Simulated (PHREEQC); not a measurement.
**Leach liquor: an equilibrium model**

Solution (25 °C): 190 mmol/kgw H2SO4, 27 mmol/kgw MnSO4 and 0.56 mmol/kgw Fe2(SO4)3. Closed to the air; pH follows from the charge balance.

Computed with PHREEQC (ion-association model, phreeqc.dat).

No solid was allowed to form.

**Question.** What pH, density, specific conductance does the model give?

**Answer.** pH 0.80; density 1.012 g/cm³; specific conductance 64700 µS/cm.

**Question.** In which forms is Fe present?

**Answer.** FeHSO4+2 46 %, FeSO4+ 44 %, Fe(SO4)2- 7.8 %, Fe+3 3.1 % of the Fe.

Complexes and solids missing from the database can't appear.
